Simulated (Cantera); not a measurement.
A closed system holds: 1 mol Si2H6, 10 mol H2O, 0.79 mol H2, equilibrated at 15.0 Pa.

Equilibrium computed with Cantera from the NASA thermochemical tables; the gas is ideal and each condensed phase is pure. Candidate condensed phases: H2O, Si, SiO2; 18 gas species. The feed counts by its element totals alone. The tables hold silica as quartz up to 1696 K and as liquid above; real silica turns to tridymite and cristobalite and melts near 1996 K. Rates play no part.

Problem. Which condensed phases are stable at each of these points (T (K)): 798, 898, 998, 1098, 1198, 1298, 1398?

Solution. 
| T (K) | condensed phases | Si condensed (%) |
|---|---|---|
| 798 | SiO2(α-quartz) | 100.0 |
| 898 | SiO2(β-quartz) | 100.0 |
| 998 | SiO2(β-quartz) | 100.0 |
| 1098 | SiO2(β-quartz) | 100.0 |
| 1198 | SiO2(β-quartz) | 100.0 |
| 1298 | SiO2(β-quartz) | 100.0 |
| 1398 | SiO2(β-quartz) | 100.0 |

At 798 K the condensed part is SiO2(α-quartz). From 898 K to 1398 K the condensed part is SiO2(β-quartz).
